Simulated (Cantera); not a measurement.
Input: 1 mol PbO, 0.84 mol N2, at 13.0 Pa.

These are equilibrium values from Cantera (NASA tables, ideal gas, pure condensed phases), not measurements of a reactor. Candidate condensed phases: Pb, PbO, PbO2, Pb3O4; 12 gas species. Equilibrium is a limit: real reactors are often held back by kinetics, nucleation or transport. All values below are at 625 °C.

Base state: N2 1.000, PbO 5.28e-5, Pb 1.11e-5 (mole fractions); condensed: PbO(yellow).

Question: What changes in the equilibrium state with this change: 0.0019 mol CH4 added?

Answer: 
```tsv
species	before	after
N2	1.000	0.984
Pb	1.11e-5	0.00891
H2O	0	0.00445
CO2	0	0.00223
PbO	5.28e-5	5.28e-5
PbO(yellow), mol	1.000	0.992
```
Further candidate phases: C, C6H6, C7H8, C8H18, H2O.
